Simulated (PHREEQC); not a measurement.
Synthetic water in mg/L, 25 °C, pH 2.16, pe 12.3:

```json
[
 {"constituent": "Na", "mg/L": "83.1"},
 {"constituent": "K", "mg/L": "67.9"},
 {"constituent": "Ca", "mg/L": "107"},
 {"constituent": "Mg", "mg/L": "23.4"},
 {"constituent": "Cl", "mg/L": "23.6"},
 {"constituent": "S(6) as SO4", "mg/L": "1250"},
 {"constituent": "Al", "mg/L": "0.836"},
 {"constituent": "Br", "mg/L": "4.2"},
 {"constituent": "Cd", "mg/L": "7.96"}
]
```

Valence states are taken as typed.

Equilibrium calculation in PHREEQC: ion-association model, phreeqc.dat.

This is a speciation only: nothing precipitates in the calculation.

Question: Order these Cd species by the share of Cd that they hold, largest first: Cd(SO4)2-2, CdSO4, Cd+2, CdBr+, CdCl+.

Answer: Cd+2 (57 %), CdSO4 (37 %), Cd(SO4)2-2 (3.4 %), CdCl+ (1.9 %), CdBr+ (0.23 %)

The pH is 2.16 and the ionic strength 0.0303 mol/kgw.
